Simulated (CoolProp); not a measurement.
Values from CoolProp's reference Helmholtz-energy equation of state, Thol 2018.

Q: Give the vapour pressure (MPa), liquid density (kg/m³), vapour density (kg/m³), enthalpy of vaporisation (kJ/kg) of saturated hydrogen chloride at -0.35 °C.

A: 
```csv
T (°C),p (MPa),liquid density (kg/m³),vapour density (kg/m³),enthalpy of vaporisation (kJ/kg)
-0.35,2.57,929,55.2,312
```
